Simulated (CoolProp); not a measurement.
Properties of ethylbenzene along the isotherm 620 K.

Model: reference Helmholtz-energy equation of state, Zhou 2012, in CoolProp.

```tsv
p (MPa)	phase	density (kg/m³)	cp (kJ/(kg K))	speed of sound (m/s)	expansivity (1/kK)
0.0172	gas	0.3548	2.279	223.9	1.622
0.0259	gas	0.5348	2.280	223.7	1.626
0.0391	gas	0.8083	2.280	223.5	1.633
0.059	gas	1.222	2.282	223.0	1.644
0.089	gas	1.849	2.284	222.4	1.660
0.134	gas	2.796	2.286	221.5	1.685
0.203	gas	4.266	2.291	220.1	1.724
0.306	gas	6.499	?	217.9	1.785
0.461	gas	9.953	2.309	214.6	1.885
0.695	gas	15.40	2.328	209.5	2.053
1.05	gas	24.27	2.362	201.2	2.362
1.58	gas	?	2.433	187.5	3.005
2.39	gas	68.71	2.635	162.0	4.918
3.6	gas	175.4	6.110	?	39.47
5.43	supercritical	476.1	3.352	234.5	6.527
```

### Question
Fill in the missing entries.

### Answer

- 0.306, cp (kJ/(kg K)): 2.298
- 1.58, density (kg/m³): 39.28
- 3.6, speed of sound (m/s): 97.47
